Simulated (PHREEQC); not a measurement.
0.026 g of hydrous ferric oxide (600 m²/g; 0.2 weak and 0.005 strong sites per Fe, Dzombak-Morel constants, diffuse double layer) in 1 kg of water with 0.05 mol/kgw of an inert sodium salt and 3e-05 mol/kgw ZnSO4, at 25 °C; the pH is set by adding NaOH or the inert anion's acid. Oxygen is held at 0.21 atm. No CO2 enters from the air. Precipitation was switched off in this run.

Computed with PHREEQC (ion-association model, wateq4f.dat).

```tsv
pH	S sorbed (%)	Zn sorbed (%)	surface charge σ (C/m²)	surface potential ψ (mV)
3	54.8	0.0	0.164	129
3.38	54.4	0.0	0.160	129
3.75	53.0	0.0	0.156	127
4.12	50.1	0.0	0.148	125
4.5	45.0	0.0	0.137	121
4.88	37.8	0.2	0.123	116
5.25	29.3	0.6	0.107	109
5.62	20.4	1.9	0.092	101
6	12.2	3.9	0.076	92
6.38	6.0	6.3	0.061	81
6.75	2.6	11.6	0.047	69
7.12	1.1	24.1	0.038	60
7.5	0.6	42.7	0.032	53
7.88	0.3	60.7	0.028	47
8.25	0.1	73.6	0.023	40
8.62	0.0	80.4	0.016	30
9	0.0	82.1	0.007	14
```

Complexes and solids missing from the database can't appear. The oxide is taken as insoluble; below pH 4 it would dissolve.
